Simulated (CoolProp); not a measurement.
Cyclopropane along the isobar 7.81 bar: fugacity coefficient from the reference equation and from simpler models built on Tc = 398.7 K, pc = 56.05 bar, ω = 0.131; each cubic takes its own stable root.

Values from CoolProp's reference Helmholtz-energy equation of state, Polt 1992. This equation is an older, rougher fit.

```csv
T (K),phase,reference
367.7,gas,0.9386
377.3,gas,0.9435
386.8,gas,0.9477
396.4,gas,0.9516
406,gas,0.9550
415.6,gas,0.9581
425.1,gas,0.9608
434.7,gas,0.9633
444.3,gas,0.9656
453.9,gas,0.9676
463.4,gas,0.9694
473,gas,0.9711
```

Problem. How far does each simpler model (van der Waals, Peng-Robinson) lie from the reference over these 12 states: mean and median of the absolute difference, and the worst?

Solution. 
- van der Waals: mean 0.5 %, median 0.4 %, worst +1.2 % at 367.7 K and 7.81 bar
- Peng-Robinson: mean 0.4 %, median 0.4 %, worst -0.5 % at 386.8 K and 7.81 bar
